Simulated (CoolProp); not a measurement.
Values from CoolProp's reference Helmholtz-energy equation of state, Wagner 2002.

**Question.** Give the vapour pressure (kPa), enthalpy of vaporisation (kJ/kg), surface tension (mN/m), liquid viscosity (µPa s) of saturated water at 129.55, 145.35, 150.65 °C.

**Answer.** 
```tsv
T (°C)	p (kPa)	enthalpy of vaporisation (kJ/kg)	surface tension (mN/m)	liquid viscosity (µPa s)
129.55	267	2170	53.0	214
145.35	420	2130	49.6	189
150.65	485	2110	48.5	182
```

Viscosity comes from a separate model (Huber 2009). Surface tension comes from a separate correlation (Mulero 2012).
